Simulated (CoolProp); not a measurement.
Vapour-liquid equilibrium of ammonia (1) + benzene (2) at 103.85 °C; x and y are mole fractions of (1).

Computed with CoolProp (multi-fluid Helmholtz-energy mixture model, Gao 2020 and Thol 2012; pair parameters Bell 2016).

| x | bubble pressure, mixture model (kPa) | bubble pressure, Raoult's law (kPa) | y, mixture model | y, Raoult's law |
|---|---|---|---|---|
| 0.05 | 658.8 | 526.8 | 0.684 | 0.640 |
| 0.125 | 1334 | 1017 | 0.838 | 0.828 |
| 0.2 | 1958 | 1508 | 0.885 | 0.894 |
| 0.275 | 2508 | 1999 | 0.907 | 0.928 |
| 0.35 | 2980 | 2489 | 0.920 | 0.948 |
| 0.425 | 3383 | 2980 | 0.929 | 0.961 |
| 0.5 | 3735 | 3470 | 0.936 | 0.971 |
| 0.575 | 4063 | 3961 | 0.941 | 0.979 |
| 0.65 | 4393 | 4452 | 0.947 | 0.984 |
| 0.725 | 4753 | 4942 | 0.954 | 0.989 |
| 0.8 | 5171 | 5433 | 0.963 | 0.993 |
| 0.875 | 5671 | 5924 | 0.973 | 0.996 |
| 0.95 | 6276 | 6414 | 0.988 | 0.998 |

The largest gap from Raoult's law is +31.2 % in bubble pressure, at x = 0.125. No azeotrope shows between x = 0.05 and 0.95.

Pair parameters are fitted to limited data, so mixtures are less certain than the pure fluids. The gap from Raoult's law changes sign with composition, which may be real or a fault of the pair parameters; it wasn't checked against measurements.
